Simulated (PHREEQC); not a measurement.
A PHREEQC speciation (Pitzer model, pitzer.dat) at 82 °C gives pH 1.69 and these molalities:

```json
[
 {"species": "H+", "mol/kgw": "0.0241"},
 {"species": "HSO4-", "mol/kgw": "0.0179"},
 {"species": "SO4-2", "mol/kgw": "0.00312"}
]
```

Q: What are the element totals, and what could have been dissolved in 1 kg of water to give them?

A: This is not unique; one that fits is totals S(6) 0.0210 mol/kgw, from 0.021 mol/kgw H2SO4.

Precipitation was switched off in this run. Constants without temperature data keep their 25 °C values here.
